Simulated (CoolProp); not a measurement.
Properties of carbonyl sulfide along the isobar 8700 kPa (Tc = 378.8 K, pc = 6369 kPa, ω = 0.098).

Model: reference Helmholtz-energy equation of state, Lemmon 2006, in CoolProp. It is a short technical equation, of lower accuracy than the large ones.

```
T (K)          phase  density (kg/m³)  Joule-Thomson coefficient (K/MPa)  expansivity (1/kK)
-----  -------------  ---------------  ---------------------------------  ------------------
221.5         liquid             1190                                  …               1.693
261           liquid                …                            -0.3549                   …
300.5         liquid             1012                                  …               2.595
339.9         liquid            893.6                             0.2538               3.933
379.4  supercritical            704.4                                  …               10.38
418.9  supercritical                …                              8.833               14.49
458.3  supercritical            191.3                                  …               6.108
497.8  supercritical            157.3                              6.070               4.098
537.3  supercritical            136.5                              5.051               3.168
```

### Question
Fill in the missing entries.

### Answer

- 221.5, Joule-Thomson coefficient (K/MPa): -0.4512
- 261, density (kg/m³): 1107
- 261, expansivity (1/kK): 2.009
- 300.5, Joule-Thomson coefficient (K/MPa): -0.1673
- 379.4, Joule-Thomson coefficient (K/MPa): 1.867
- 418.9, density (kg/m³): 272.6
- 458.3, Joule-Thomson coefficient (K/MPa): 7.422
